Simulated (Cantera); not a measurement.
A closed system holds: 1 mol C6H6, 0.025 mol O2, 3.1 mol N2, equilibrated at 1200 K and 84.0 bar.

Equilibrium computed with Cantera from the NASA thermochemical tables; the gas is ideal and each condensed phase is pure. Candidate condensed phases: C, C6H6, C7H8, C8H18, H2O; 136 gas species. The ideal-gas law is rough above about 30 bar. The numbers say what is thermodynamically allowed, not how fast it happens.

Base state: N2 0.567, H2 0.301, CH4 0.121, CO 0.00547, H2O 0.00359, NH3 0.00200, CO2 4.75e-5, C2H6 3.72e-5 (mole fractions); condensed: C(graphite).

Question: What changes in the equilibrium state with this change: N2 from 3.1 to 50 mol?

Answer: 
```tsv
species	before	after
N2	0.567	0.946
H2	0.301	0.0498
CH4	0.121	0.00329
C2H6	3.72e-5	1.68e-7
CO2	4.75e-5	1.15e-6
H2O	0.00359	9.24e-5
NH3	0.00200	0.000174
C(graphite), mol	5.31	5.78
```
